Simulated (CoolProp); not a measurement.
A Linde-Hampson liquefier for oxygen: isothermal reversible compression at 250 K from 1 atm to 40 MPa, throttling to 1 atm, return gas leaving the recuperator 2 K below the feed. Each further row changes one setting.

The numbers come from the reference Helmholtz-energy equation of state, Schmidt 1985 in CoolProp.

| case | liquid yield per pass | compression work (kJ/kg of gas) |
|---|---|---|
| as stated | 0.238 | 369 |
| high pressure 80 MPa | 0.227 | ? |
| warm-end temperature 280 K | ? | 423 |
| warm-end gap 7 K | ? | 369 |

### Question
Complete the blanks.

### Answer

- high pressure 80 MPa, compression work (kJ/kg of gas): 425
- warm-end temperature 280 K, liquid yield per pass: 0.181
- warm-end gap 7 K, liquid yield per pass: 0.228
